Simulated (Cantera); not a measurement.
Premixed flame

A freely propagating, adiabatic, planar premixed flame of 19.3 % H₂, 16.9 % O₂, 63.8 % N₂, unburnt at 373 K and 1.50 bar; mixture-averaged transport, grid criteria slope 0.08 and curve 0.16, no radiation.

Model: the H2/O2 subset of GRI-Mech 3.0, which has no nitrogen chemistry, integrated in Cantera. Burning velocities carry a grid error of a few per cent, more on coarse grids. Lean hydrogen flames are cellular in practice and burn faster than this planar one.

```
z (mm)   T (K)  u (m/s)      x H₂    x O₂     x H₂O   x H₂O₂       x O     x HO₂
-------  -----  -------  --------  ------  --------  -------  --------  --------
-0.754     373    0.941     0.192   0.170   1.09e-6    <1e-8     <1e-8     <1e-8
-0.502     373    0.940     0.190   0.170   1.86e-5  5.80e-8     <1e-8   1.18e-7
-0.377     375    0.939     0.185   0.171  0.000108  3.83e-7     <1e-8   7.74e-7
-0.251     387    0.953     0.171   0.174   0.00103  4.41e-6   6.15e-8   9.31e-6
-0.126     543     1.28     0.124   0.175    0.0199  7.39e-5   7.73e-6  0.000318
-0.0628    848     1.97    0.0847   0.160    0.0620  6.88e-5  0.000230  0.000333
0         1183     2.72    0.0463   0.131     0.118  1.95e-5   0.00179  0.000171
0.0628    1411     3.24    0.0206   0.105     0.161  5.70e-6   0.00394  0.000102
0.126     1542     3.54   0.00968  0.0921     0.182  3.09e-6   0.00457   6.95e-5
0.251     1666     3.81   0.00417  0.0857     0.194  1.53e-6   0.00341   4.10e-5
0.502     1747     3.98   0.00179  0.0844     0.201  7.52e-7   0.00155   1.93e-5
1.00      1784     4.06  0.000580  0.0845     0.204  3.59e-7  0.000500   6.96e-6
2.01      1796     4.09  0.000167  0.0847     0.206  1.66e-7  0.000148   2.40e-6
```
x: mole fraction of selected species; z is measured from the peak of heat release.

laminar burning velocity: 94.2 cm/s
thermal thickness: 0.251 mm
peak x(H₂O₂): 8.58e-5
peak x(O): 0.00458
peak x(HO₂): 0.000422
grid points: 112
